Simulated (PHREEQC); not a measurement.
Make-up at 70 °C: 0.001 mol H3BO3 and 0.015 mol Na2HPO4 per kg of water. Closed to the air; pH follows from the charge balance.

All values are PHREEQC results (ion-association model, wateq4f.dat), not measurements.

```
Item                       Value
----------------  --------------
pH                          8.45
ionic strength    0.0439 mol/kgw
total alkalinity     15.0 meq/kg
```

| species | molality | activity | log γ |
|---|---|---|---|
| Na+ | 0.0296 | 0.0242 | -0.088 |
| HPO4-2 | 0.0143 | 0.00643 | -0.346 |
| H3BO3 | 0.000705 | 0.000712 | 0.004 |
| NaHPO4- | 0.000369 | 0.000303 | -0.085 |
| H2PO4- | 0.000360 | 0.000296 | -0.085 |
| H2BO3- | 0.000295 | 0.000235 | -0.099 |
| OH- | 5.37e-5 | 4.33e-5 | -0.094 |
| PO4-3 | 1.07e-5 | 1.78e-6 | -0.778 |
| H+ | 4.20e-9 | 3.56e-9 | -0.072 |

No solid was allowed to form. H3PO4, which wateq4f.dat lacks, is added to it with the constant of phreeqc.dat. Away from 25 °C the constants follow the database's enthalpies or fits; those with neither stay at their 25 °C values.
